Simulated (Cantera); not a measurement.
Feed: 1 mol SiCl4, 9 mol N2, held at 64000 Pa.

Cantera equilibrium calculation (NASA polynomials, part measured and part estimated; ideal gas, pure solids and liquids). Candidate condensed phases: Si, Si3N4; 13 gas species. The tables' values for SiCl3 are old estimates; treat these amounts as uncertain. The numbers say what is thermodynamically allowed, not how fast it happens. All values below are at 1673 K.

Base state: N2 0.897, SiCl4 0.0969, SiCl3 0.00265, Cl 0.00264, Cl2 0.000161, SiCl2 0.000152 (mole fractions); condensed: gas only.

Task: What changes in the equilibrium state with this change: pressure from 64000 Pa to 170000 Pa?

Result: 
```tsv
species	before	after
N2	0.897	0.898
SiCl4	0.0969	0.0980
SiCl3	0.00265	0.00172
Cl	0.00264	0.00155
SiCl2	0.000152	6.29e-5
Cl2	0.000161	0.000148
```
